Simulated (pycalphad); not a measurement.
All values are pycalphad results on the COST 507 light-alloy database (1999) (1 atm), not direct measurements. The database dates from 1999; later assessments differ in places, in temperatures and in the compounds included. Phase fractions are per mole of atoms.

### Question
Give the equilibrium state of Si-37.1Ti (at.%) at 927 °C.

### Answer
```
T = 1200.00 K, P = 101325 Pa, N = 1 mol of atoms
G = -107319 J/mol, H = -38487 J/mol, S = 57.36 J/(mol K)  (SER reference)
chemical potentials (J/mol): Si -64027, Ti -180718
phase             fraction      x(Si)      x(Ti)
SI2TI               0.7740     0.6667     0.3333
SITI                0.2260     0.5000     0.5000
```

### Question
Give the equilibrium state of Si-37.1Ti (at.%) at 1477 °C.

### Answer
```
T = 1750.00 K, P = 101325 Pa, N = 1 mol of atoms
G = -142361 J/mol, H = 19175 J/mol, S = 92.31 J/(mol K)  (SER reference)
chemical potentials (J/mol): Si -97746, Ti -218002
phase             fraction      x(Si)      x(Ti)
LIQUID              0.9504     0.6357     0.3643
SITI                0.0496     0.5000     0.5000
```

Database names, with the compositions (at.%) that they take in these runs: SITI: Si 50 Ti 50; SI2TI: Si 67 Ti 33.
